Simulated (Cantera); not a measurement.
An isothermal, constant-pressure homogeneous reactor starts with 1.45 % C3H8, 98.4 % H2, 0.174 % H2O, at 1375 K and 101000 Pa.

Detailed kinetics in Cantera: GRI-Mech 3.0 (53 species, 325 reactions). GRI-Mech 3.0 was tuned for natural gas; its chemistry of propane as a main component is partial and can be far from experiment. GRI-Mech 3.0 stops at C3 and has no aromatics, soot or wall deposition, so with more carbon than oxygen in the feed, carbon stays in small species such as C2H2 where larger ones or solid carbon would form.

x: mole fraction; the columns are a selection and need not sum to one.

| t (s) | x C3H8 | x H2 | x H | x C2H2 | x C2H6 | x CH4 |
|---|---|---|---|---|---|---|
| 0.000600 | 0.000170 | 0.969 | ? | 0.000725 | 0.000249 | 0.0149 |
| 0.00118 | 2.66e-5 | 0.969 | ? | 0.00105 | 0.000256 | 0.0153 |
| 0.00233 | 2.26e-6 | 0.969 | 1.90e-5 | 0.00144 | 0.000251 | 0.0155 |
| 0.00458 | 1.66e-7 | 0.969 | 1.78e-5 | 0.00205 | 0.000235 | 0.0157 |
| 0.00901 | 1.23e-7 | 0.969 | 1.69e-5 | 0.00297 | 0.000210 | 0.0162 |
| 0.0177 | 9.97e-8 | 0.968 | 1.56e-5 | 0.00413 | 0.000176 | 0.0170 |
| 0.0349 | 7.71e-8 | 0.968 | ? | 0.00514 | 0.000143 | 0.0181 |
| 0.0687 | 6.22e-8 | 0.967 | ? | 0.00552 | 0.000118 | 0.0196 |
| 0.135 | 5.39e-8 | 0.966 | ? | 0.00516 | 0.000102 | 0.0219 |
| 0.266 | 4.49e-8 | 0.964 | ? | 0.00435 | 8.40e-5 | 0.0253 |
| 0.524 | 3.20e-8 | 0.962 | ? | 0.00327 | 6.17e-5 | 0.0298 |
| 1.03 | 1.80e-8 | 0.959 | ? | 0.00208 | 3.80e-5 | 0.0348 |
| 2.03 | 7.42e-9 | 0.957 | ? | 0.00104 | 1.85e-5 | 0.0391 |
| 4.00 | 2.41e-9 | 0.956 | ? | 0.000390 | 7.50e-6 | 0.0418 |

Q: Fill in the missing entries.

A: 
- 0.000600, x H: 4.41e-5
- 0.00118, x H: 2.52e-5
- 0.0349, x H: 1.40e-5
- 0.0687, x H: 1.26e-5
- 0.135, x H: 1.13e-5
- 0.266, x H: 9.75e-6
- 0.524, x H: 7.97e-6
- 1.03, x H: 6.15e-6
- 2.03, x H: 4.62e-6
- 4.00, x H: 3.69e-6
